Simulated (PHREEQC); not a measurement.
Dissolve 0.071 mol HNO3 and 0.2 mol CuSO4 per kg of water at 25 °C. Closed to the air; pH follows from the charge balance.

All values are PHREEQC results (ion-association model, phreeqc.dat), not measurements.

Precipitation was switched off in this run.

Order these S species by the share of S that they hold, largest first: SO4-2, CuSO4, HSO4-.

CuSO4 (42 %), SO4-2 (36 %), HSO4- (22 %)

The pH is 1.68 and the ionic strength 0.445 mol/kgw.
